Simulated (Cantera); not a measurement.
Cantera with NASA thermochemical tables; ideal gases at 1 bar, condensed phases pure. Values are per mole of reaction as written; species without (g) are pure solids or liquids, kept so even where they would boil at 1 bar.

2 BN + 8 NO(g) ⇌ B₂O₃(g) + 5 N₂O(g)

| T (K) | ΔH° (kJ) | ΔS° (J/K) | ΔG° (kJ) | log10 K |
|---|---|---|---|---|
| 300 | ___ | ___ | ___ | ___ |
| 1973 | -639.0 | -319.5 | -8.6 | 0.23 |
| 2073 | ___ | ___ | ___ | ___ |
| 2173 | -635.4 | -317.8 | 55.1 | -1.33 |
| 2273 | ___ | ___ | ___ | ___ |
| 2373 | -631.5 | -316.1 | 118.5 | -2.61 |
| 2473 | ___ | ___ | ___ | ___ |
| 2573 | -627.4 | -314.4 | 181.6 | -3.69 |

Question: Complete the blanks.

Answer: 
- 300, ΔH° (kJ): -656.3
- 300, ΔS° (J/K): -331.8
- 300, ΔG° (kJ): -556.8
- 300, log10 K: 96.94
- 2073, ΔH° (kJ): -637.3
- 2073, ΔS° (J/K): -318.7
- 2073, ΔG° (kJ): 23.3
- 2073, log10 K: -0.59
- 2273, ΔH° (kJ): -633.5
- 2273, ΔS° (J/K): -316.9
- 2273, ΔG° (kJ): 86.9
- 2273, log10 K: -2.00
- 2473, ΔH° (kJ): -629.5
- 2473, ΔS° (J/K): -315.2
- 2473, ΔG° (kJ): 150.1
- 2473, log10 K: -3.17
